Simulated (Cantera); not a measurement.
Input: 1 mol CH3SiCl3, 26 mol H2, held at 1748 K and 75.0 Torr.

Method: chemical equilibrium by Gibbs-energy minimisation in Cantera with the NASA 1993 tables (ideal gas, pure condensed phases). Candidate condensed phases: C, C6H6, C7H8, C8H18, Si, SiC; 109 gas species. The feed counts by its element totals alone. The tables' values for SiCl3 are old estimates; treat these amounts as uncertain. Rates play no part.

Base state: H2 0.896, HCl 0.102, SiCl2 0.000727, H 0.000684, C2H2 (acetylene) 0.000101, CH4 7.39e-5, Cl 6.00e-5, SiCl3 1.58e-5 (mole fractions); condensed: C(graphite) + SiC(s).

Task: What changes in the equilibrium state with this change: temperature from 1748 K to 2423 K?

Result: 
```tsv
species	before	after
H2	0.896	0.839
HCl	0.102	0.0884
H	0.000684	0.0514
Si	2.74e-7	0.00583
SiC2	2.93e-9	0.000959
Si2C	2.19e-9	0.000679
Si2	<1e-9	3.08e-5
C2H	<1e-9	1.92e-5
C(graphite), mol	0.0136	0
SiC(s), mol	0.978	0.606
```
The tables' values for SiCl are old estimates; treat these amounts as uncertain. Gases not in the tables: Si2H6 and higher silanes.
